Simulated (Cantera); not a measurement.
What does this Cantera script print?

```python
import numpy as np
import cantera as ct

gas = ct.Solution("h2o2.yaml")
gas.TPX = 325, 101325, {'H2': 1, 'O2': 0.588, 'N2': 2.21}
flame = ct.FreeFlame(gas, width=0.04)
flame.set_refine_criteria(ratio=3, slope=0.08, curve=0.16)
flame.transport_model = "mixture-averaged"
flame.solve(loglevel=0, auto=True)
z, T = flame.grid, flame.T
thick = (T[-1] - T[0]) / np.gradient(T, z).max()
show = ['H2', 'O2', 'OH', 'HO2', 'O', 'H2O2']
print(f"laminar burning velocity  {flame.velocity[0] * 100:.3f} cm/s")
print(f"burnt temperature         {T[-1]:.1f} K")
print(f"thermal thickness         {thick * 1e3:.4f} mm")
print(f"grid points               {len(z)}")
z0 = z[flame.heat_release_rate.argmax()]
print(f"{'z/mm':>9s}{'T/K':>9s}{'u/(m/s)':>9s}" + "".join(f"{s:>11s}" for s in show))
rows = []
for k in (-3, -2, -1.5, -1, -0.5, -0.25, 0, 0.25, 0.5, 1, 2, 4, 8):
    zz = z0 + k * thick
    rows.append([k * thick, np.interp(zz, z, T), np.interp(zz, z, flame.velocity),
                 *(np.interp(zz, z, flame.X[gas.species_index(s)]) for s in show)])
    print(f"{rows[-1][0] * 1e3:9.3f}{rows[-1][1]:9.1f}{rows[-1][2]:9.3f}" + "".join(f"{x:11.3e}" for x in rows[-1][3:]))
```

Output:

```
laminar burning velocity  211.946 cm/s
burnt temperature         2242.4 K
thermal thickness         0.3434 mm
grid points               115
     z/mm      T/K  u/(m/s)         H2         O2         OH        HO2          O       H2O2
   -1.030    325.0    2.119  2.633e-01  1.548e-01  1.979e-15  3.015e-12  8.624e-13  4.671e-13
   -0.687    325.0    2.119  2.633e-01  1.548e-01  1.111e-13  1.794e-10  3.074e-11  2.838e-11
   -0.515    325.0    2.119  2.631e-01  1.549e-01  1.397e-11  6.263e-09  5.566e-10  1.010e-09
   -0.343    325.3    2.119  2.622e-01  1.550e-01  1.873e-09  1.734e-07  8.548e-09  2.874e-08
   -0.172    345.4    2.217  2.500e-01  1.574e-01  4.250e-06  5.380e-05  8.496e-07  9.352e-06
   -0.086    593.6    3.672  2.085e-01  1.550e-01  8.004e-04  4.152e-04  9.671e-05  1.025e-04
    0.000   1053.7    6.314  1.349e-01  1.271e-01  1.831e-03  1.456e-04  2.117e-03  2.398e-05
    0.086   1388.4    8.228  6.543e-02  7.928e-02  5.842e-03  6.988e-05  7.307e-03  5.298e-06
    0.172   1573.0    9.282  3.539e-02  5.260e-02  9.760e-03  3.996e-05  9.776e-03  2.935e-06
    0.343   1752.2   10.262  2.515e-02  4.113e-02  1.285e-02  2.443e-05  9.156e-03  1.389e-06
    0.687   1913.4   11.102  2.066e-02  3.666e-02  1.381e-02  1.568e-05  6.687e-03  6.992e-07
    1.374   2045.3   11.765  1.507e-02  3.323e-02  1.303e-02  9.499e-06  4.267e-03  4.203e-07
    2.747   2144.3   12.248  9.402e-03  3.075e-02  1.094e-02  5.498e-06  2.386e-03  2.835e-07
```

Computed with Cantera and the H2/O2 subset of GRI-Mech 3.0, which has no nitrogen chemistry. Burning velocities carry a grid error of a few per cent, more on coarse grids.
